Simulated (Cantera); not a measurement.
A closed system holds: 1 mol SiO2, 4.2 mol CH4, 0.1 mol H2, held at 100 Torr.

Method: chemical equilibrium by Gibbs-energy minimisation in Cantera with the NASA 1993 tables (ideal gas, pure condensed phases). Candidate condensed phases: C, C6H6, C7H8, C8H18, H2O, Si, SiC, SiO2; 123 gas species. Mutual solubility and eutectic melting of coexisting phases are not modelled. Rates play no part.

Problem. At 852 °C, list the 3 most abundant gas species with their mole fractions, and the condensed phases.

Solution. H2 0.996, CH4 0.00382, CO 5.41e-5. Condensed: C(graphite) + SiC(s) + SiO2(β-quartz).
